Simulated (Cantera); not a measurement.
Feed: 1 mol FeS2, 0.51 mol O2, 2.7 mol N2, at 5480 Torr.

Cantera equilibrium calculation (NASA polynomials, part measured and part estimated; ideal gas, pure solids and liquids). Candidate condensed phases: Fe, FeO, FeS, FeSO4, FeS2, Fe2O3, Fe2(SO4)3, Fe3O4, S; 19 gas species. Gases not in the tables: S3 to S7. Kinetics and transport are ignored.

### Question
At 823 K, list the 4 most abundant gas species with their mole fractions, and the condensed phases.

### Answer
N2 0.876, SO2 0.124, S2 0.000338, S2O 9.30e-5. Condensed: FeS2(s) + Fe3O4(s).
